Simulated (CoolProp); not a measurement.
Properties of acetone at several states.

Computed with CoolProp (reference Helmholtz-energy equation of state, Lemmon 2006). It is a short technical equation, of lower accuracy than the large ones.

```json
[
 {"T (K)": "337.4", "p (bar)": "2.46", "phase": "liquid", "density (kg/m³)": "739.3", "cp (kJ/(kg K))": "2.255", "Joule-Thomson coefficient (K/MPa)": "-0.2683", "isothermal compressibility (1/MPa)": "0.001933", "fugacity coefficient": "0.5111"},
 {"T (K)": "479.1", "p (bar)": "71.8", "phase": "liquid", "density (kg/m³)": "543.4", "cp (kJ/(kg K))": "2.941", "Joule-Thomson coefficient (K/MPa)": "0.5444", "isothermal compressibility (1/MPa)": "0.01351", "fugacity coefficient": "0.3305"},
 {"T (K)": "412.1", "p (bar)": "14.7", "phase": "liquid", "density (kg/m³)": "639.2", "cp (kJ/(kg K))": "2.579", "Joule-Thomson coefficient (K/MPa)": "0.02753", "isothermal compressibility (1/MPa)": "0.005239", "fugacity coefficient": "0.5268"},
 {"T (K)": "446.3", "p (bar)": "18.3", "phase": "liquid", "density (kg/m³)": "577.4", "cp (kJ/(kg K))": "2.873", "Joule-Thomson coefficient (K/MPa)": "0.4134", "isothermal compressibility (1/MPa)": "0.01111", "fugacity coefficient": "0.7399"},
 {"T (K)": "534.6", "p (bar)": "0.113", "phase": "gas", "density (kg/m³)": "0.1478", "cp (kJ/(kg K))": "1.954", "Joule-Thomson coefficient (K/MPa)": "9.657", "isothermal compressibility (1/MPa)": "88.57", "fugacity coefficient": "0.9992"}
]
```
